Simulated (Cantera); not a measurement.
A Cantera script and what it prints.

```python
import numpy as np
import cantera as ct

gas_names = """
    I I2 N N2 Na NaI Na2
""".split()
cond_names = """
    I2(cr) I2(L) Na(cr) Na(L) NaI(s) NaI(L)
""".split()


# ... load() reads the species with a 1 bar reference pressure and builds the phases ...
atoms = {
    'NaI': {'Na': 1, 'I': 1},
    'N2': {'N': 2},
}
top_T = {}  # K; cautious upper limits of use, not melting points


# ... equilibrate(T, P, feed) seeds the gas with the atoms and calls Mixture.equilibrate('TP', solver="vcs", rtol=1e-11, max_steps=5000) ...
results = []
feed = {'NaI': 1, 'N2': 6.1}  # mol
T = 975  # K
for P in [0.1, 1.6, 25, 400, 6300, 100000]:
    mix = equilibrate(T, P, feed)
    results.append((T, P, feed, dict(zip(mix.species_names, mix.species_moles))))

top = {s: max(r[3][s] / sum(r[3][g] for g in gas_names) for r in results) for s in gas_names}
cols = sorted((s for s in top if top[s] > 0.001), key=lambda s: -top[s])[:9]
seen = [c for c in cond_names if any(r[3].get(c, 0) > 1e-12 for r in results)]
print("log10 of partial pressures in bar; condensed amounts in mol")
print(f"{'P/Pa':>10s}" + "".join(f"{s[:9]:>10s}" for s in cols + seen))
for T, P, feed, n in results:
    ng = sum(n[g] for g in gas_names)
    print(f"{P:10.4g}" + "".join(f"{np.log10(max(n[s] / ng * P / 1e5, 1e-99)):10.3f}" for s in cols)
          + "".join(f"{n.get(c, 0):10.4g}" for c in seen))
```

Result:

```
log10 of partial pressures in bar; condensed amounts in mol
      P/Pa        N2       NaI    NaI(L)
       0.1    -6.066    -6.853         0
       1.6    -4.862    -5.648         0
        25    -3.668    -4.453         0
       400    -2.458    -3.287   0.09655
      6300    -1.204    -3.287    0.9496
     1e+05    -0.000    -3.287    0.9969
```

Cantera equilibrium calculation (NASA polynomials, part measured and part estimated; ideal gas, pure solids and liquids). Gases not in the tables: NaBr and NaI dimers.
